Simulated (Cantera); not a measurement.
# N2O furnace oxynitridation

An isothermal, constant-pressure homogeneous reactor starts with N2O : H2O = 1 : 0.012 (molar parts), at 1475 K and 0.109 atm.

Computed with Cantera and GRI-Mech 3.0 (53 species, 325 reactions). GRI-Mech 3.0 was tuned for natural gas; its chemistry of N2O as a main component is partial and can be far from experiment. The temperature is held fixed by assumption; the heat of reaction is taken as removed at once.

| t (s) | x N2O | x H2O | x H2O2 | x OH | x N2 | x NO | x H2 |
|---|---|---|---|---|---|---|---|
| 1.00e-5 | 0.988 | 0.0119 | <1e-12 | 1.97e-7 | 2.74e-5 | 2.01e-6 | <1e-12 |
| 3.46e-5 | 0.988 | 0.0119 | 6.41e-12 | 1.73e-6 | 0.000112 | 1.80e-5 | 1.87e-11 |
| 0.000119 | 0.987 | 0.0118 | 4.40e-10 | 9.70e-6 | 0.000460 | 0.000106 | 1.34e-9 |
| 0.000412 | 0.985 | 0.0118 | 1.76e-8 | 3.31e-5 | 0.00170 | 0.000427 | 3.95e-8 |
| 0.00143 | 0.978 | 0.0118 | 8.01e-8 | 7.31e-5 | 0.00601 | 0.00150 | 2.84e-7 |
| 0.00492 | 0.953 | 0.0117 | 3.69e-8 | 9.71e-5 | 0.0207 | 0.00499 | 5.09e-7 |
| 0.0170 | 0.875 | 0.0113 | 1.24e-8 | 0.000113 | 0.0678 | 0.0162 | 3.58e-7 |
| 0.0588 | 0.661 | 0.0105 | 4.28e-9 | 0.000121 | 0.195 | 0.0466 | 3.19e-7 |
| 0.203 | 0.285 | 0.00901 | 2.30e-9 | 0.000114 | 0.421 | 0.0990 | 3.98e-7 |
| 0.702 | 0.0284 | 0.00800 | 1.32e-9 | 8.79e-5 | 0.577 | 0.131 | 3.99e-7 |
| 2.42 | 0.000177 | 0.00792 | 2.58e-10 | 3.38e-5 | 0.595 | 0.133 | 6.75e-8 |
| 8.38 | 4.89e-6 | 0.00792 | 2.43e-10 | 3.26e-5 | 0.595 | 0.133 | 6.32e-8 |
| 28.9 | 4.84e-6 | 0.00792 | 2.43e-10 | 3.26e-5 | 0.595 | 0.132 | 6.32e-8 |
| 100 | 4.69e-6 | 0.00792 | 2.44e-10 | 3.27e-5 | 0.596 | 0.130 | 6.31e-8 |
x: mole fraction; the columns are a selection and need not sum to one.

Equilibrium at this temperature and pressure: N2O 2.34e-8, H2O 0.00792, H2O2 2.71e-10, OH 3.44e-5, N2 0.661, NO 0.00125, H2 5.63e-8 (gas phase only).
